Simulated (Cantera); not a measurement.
A closed system holds: 1 mol BN, a varied amount of O2, held at 1875 K and 53.0 mbar.

Method: chemical equilibrium by Gibbs-energy minimisation in Cantera with the NASA 1993 tables (ideal gas, pure condensed phases). Candidate condensed phases: B, BN, B2O3; 17 gas species. Mutual solubility and eutectic melting of coexisting phases are not modelled. Equilibrium is a limit: real reactors are often held back by kinetics, nucleation or transport.

Task: Which condensed phases are stable at each of these points (n(O2) (mol)): 0.46, 0.84, 1.5, 2.8, 5.1, 9.3, 17?

Result: 
| n(O2) (mol) | condensed phases | B condensed (%) |
|---|---|---|
| 0.46 | BN(s) + B2O3(l) | 82.9 |
| 0.84 | B2O3(l) | 73.9 |
| 1.5 | B2O3(l) | 43.7 |
| 2.8 | gas only | 0.0 |
| 5.1 | gas only | 0.0 |
| 9.3 | gas only | 0.0 |
| 17 | gas only | 0.0 |

At 0.46 mol O2 the condensed part is BN(s) + B2O3(l). From 0.84 mol O2 to 1.5 mol O2 the condensed part is B2O3(l). From 2.8 mol O2 to 17 mol O2 nothing is condensed.
